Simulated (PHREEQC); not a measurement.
Make-up at 90 °C: 0.057 mol Cu(NO3)2, 0.00061 mol HNO3 and 0.075 mol NaCl per kg of water. Closed to the air; pH follows from the charge balance.

Equilibrium calculation in PHREEQC: ion-association model, phreeqc.dat.

```yaml
pH: 3.31
ionic_strength: 0.205 mol/kgw
density: 0.976 g/cm³
total_alkalinity: -0.610 meq/kg
```

```json
[
 {"species": "NO3-", "molality": "0.115", "activity": "0.0755", "log γ": "-0.181"},
 {"species": "Na+", "molality": "0.0750", "activity": "0.0536", "log γ": "-0.146"},
 {"species": "Cl-", "molality": "0.0539", "activity": "0.0368", "log γ": "-0.166"},
 {"species": "Cu+2", "molality": "0.0364", "activity": "0.0102", "log γ": "-0.551"},
 {"species": "CuCl+", "molality": "0.0201", "activity": "0.0138", "log γ": "-0.164"},
 {"species": "H+", "molality": "0.000639", "activity": "0.000495", "log γ": "-0.111"},
 {"species": "CuCl2", "molality": "0.000463", "activity": "0.000485", "log γ": "0.020"},
 {"species": "Cu2(OH)2+2", "molality": "1.43e-5", "activity": "3.71e-6", "log γ": "-0.585"},
 {"species": "CuOH+", "molality": "3.00e-7", "activity": "2.06e-7", "log γ": "-0.164"},
 {"species": "CuCl3-", "molality": "2.38e-7", "activity": "1.63e-7", "log γ": "-0.164"},
 {"species": "OH-", "molality": "1.18e-9", "activity": "7.92e-10", "log γ": "-0.172"}
]
```

This is a speciation only: nothing precipitates in the calculation. At this temperature some constants are extrapolated from 25 °C, and those without enthalpy data are left unchanged.
